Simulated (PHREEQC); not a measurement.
Solution (25 °C): 0.0014 mol Cu(BF4)2 and 0.00083 mol HNO3 per kg of water. Closed to the air; pH follows from the charge balance.

The numbers come from PHREEQC with the ion-association model, phreeqc.dat.

No solid was allowed to form.

What pH, ionic strength does the model give?

pH 2.88; ionic strength 0.00555 mol/kgw.

In which forms is F present?

BF4- 55 %, HF 24 %, F- 13 %, BF3OH- 5.6 %, BF2(OH)2- 1.9 % of the F.

Complexes and solids missing from the database can't appear. Real BF4- forms and hydrolyses slowly; the run takes it at equilibrium.
